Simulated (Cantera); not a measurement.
Charge: 1 mol Si, 4.6 mol HF, 0.37 mol N2, at 1100 °C and 18.0 Pa.

Cantera equilibrium calculation (NASA polynomials, part measured and part estimated; ideal gas, pure solids and liquids). Candidate condensed phases: Si, Si3N4; 37 gas species. The tables' values for SiF3, SiF2 are old estimates; treat these amounts as uncertain. The numbers say what is thermodynamically allowed, not how fast it happens.

Problem. What is the equilibrium state?

Solution. 
| Item | Result |
|---|---|
| x(H2) | 0.500 |
| x(SiF4) | 0.247 |
| x(HF) | 0.155 |
| x(N2) | 0.0930 |
| x(SiF3) | 0.00426 |
| x(H) | 0.000176 |
| x(SiHF3) | 0.000144 |
| x(SiF2) | 5.32e-5 |
| gas amount | 3.979 mol |
| log10 activity of Si(s) (absent) | -5.60 |
